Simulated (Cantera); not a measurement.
An isothermal, constant-pressure homogeneous reactor starts with 4.35 % C3H8, 95.7 % H2, at 1100 K and 0.480 Torr.

Detailed kinetics in Cantera: GRI-Mech 3.0 (53 species, 325 reactions). GRI-Mech 3.0 was tuned for natural gas; its chemistry of propane as a main component is partial and can be far from experiment. GRI-Mech 3.0 stops at C3 and has no aromatics, soot or wall deposition, so with more carbon than oxygen in the feed, carbon stays in small species such as C2H2 where larger ones or solid carbon would form. Radical loss at walls, strong at low pressure, is not modelled.

x: mole fraction; the columns are a selection and need not sum to one.

```csv
t (s),x C3H8,x H2,x C2H,x CH4,x C2H6
0.000300,0.0435,0.957,<1e-12,5.11e-9,1.40e-9
0.000850,0.0435,0.957,<1e-12,4.04e-8,1.10e-8
0.00241,0.0435,0.957,<1e-12,___,___
0.00682,0.0435,0.957,<1e-12,2.79e-6,5.53e-7
0.0193,0.0434,0.956,<1e-12,2.72e-5,2.90e-6
0.0547,0.0431,0.956,<1e-12,0.000260,1.07e-5
0.155,0.0410,0.954,<1e-12,0.00220,3.19e-5
0.439,___,0.942,<1e-12,___,___
1.24,0.00311,0.919,5.40e-12,0.0388,8.94e-5
3.52,0.000202,0.917,3.13e-12,0.0418,3.18e-5
9.97,2.30e-5,0.917,1.39e-12,0.0420,1.94e-5
28.2,2.30e-6,0.917,<1e-12,0.0420,1.49e-5
80.0,1.08e-7,0.917,<1e-12,0.0420,1.26e-5
```

**Question.** Some entries are withheld; supply them.

**Answer.** 
- 0.00241, x CH4: 3.22e-7
- 0.00241, x C2H6: 8.24e-8
- 0.439, x C3H8: 0.0279
- 0.439, x CH4: 0.0146
- 0.439, x C2H6: 9.89e-5
